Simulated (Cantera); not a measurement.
Cantera run:

```python
import numpy as np
import cantera as ct

gas_names = """
    F F2 N NF NF2 NF3 N2 Si SiF SiF2 SiF3 SiF4 SiN Si2 Si2N Si3
""".split()
cond_names = """
    Si(cr) Si(L) Si3N4(a)
""".split()


# ... load() reads the species with a 1 bar reference pressure and builds the phases ...
atoms = {
    'Si': {'Si': 1},
    'NF3': {'N': 1, 'F': 3},
}
top_T = {'Si3N4(a)': 2400}  # K; cautious upper limits of use, not melting points


# ... equilibrate(T, P, feed) seeds the gas with the atoms and calls Mixture.equilibrate('TP', solver="vcs", rtol=1e-11, max_steps=5000) ...
results = []
feed = {'Si': 1, 'NF3': 5}  # mol
P = 850  # Pa
for T in [900, 950, 1000, 1050, 1100, 1150, 1200]:
    mix = equilibrate(T, P, feed)
    results.append((T, P, feed, dict(zip(mix.species_names, mix.species_moles))))
    x = sorted(zip(gas.X, gas.species_names), reverse=True)
    print(f"T = {T:g} K  P = {P:g} Pa  gas = {mix.phase_moles(0):.4g} mol")
    print("   x: " + "  ".join(f"{s} {v:.3e}" for v, s in x if v > 0.001))
    print("   condensed (mol): " + ("  ".join(f"{mix.phase(i).name} {mix.phase_moles(i):.4g}"
          for i in range(1, mix.n_phases) if mix.phase_moles(i) > 1e-12) or "none"))
```

It prints:

```
T = 900 K  P = 850 Pa  gas = 10.14 mol
   x: F2 4.230e-01  N2 2.452e-01  F 2.306e-01  SiF4 9.860e-02  NF3 2.664e-03
   condensed (mol): none
T = 950 K  P = 850 Pa  gas = 10.96 mol
   x: F 3.585e-01  F2 3.217e-01  N2 2.278e-01  SiF4 9.127e-02
   condensed (mol): none
T = 1000 K  P = 850 Pa  gas = 11.94 mol
   x: F 4.926e-01  F2 2.142e-01  N2 2.093e-01  SiF4 8.376e-02
   condensed (mol): none
T = 1050 K  P = 850 Pa  gas = 12.89 mol
   x: F 6.034e-01  N2 1.940e-01  F2 1.250e-01  SiF4 7.759e-02
   condensed (mol): none
T = 1100 K  P = 850 Pa  gas = 13.6 mol
   x: F 6.762e-01  N2 1.839e-01  SiF4 7.355e-02  F2 6.640e-02
   condensed (mol): none
T = 1150 K  P = 850 Pa  gas = 14.02 mol
   x: F 7.165e-01  N2 1.783e-01  SiF4 7.131e-02  F2 3.395e-02
   condensed (mol): none
T = 1200 K  P = 850 Pa  gas = 14.25 mol
   x: F 7.370e-01  N2 1.754e-01  SiF4 7.017e-02  F2 1.745e-02
   condensed (mol): none
```

Cantera equilibrium calculation (NASA polynomials, part measured and part estimated; ideal gas, pure solids and liquids).
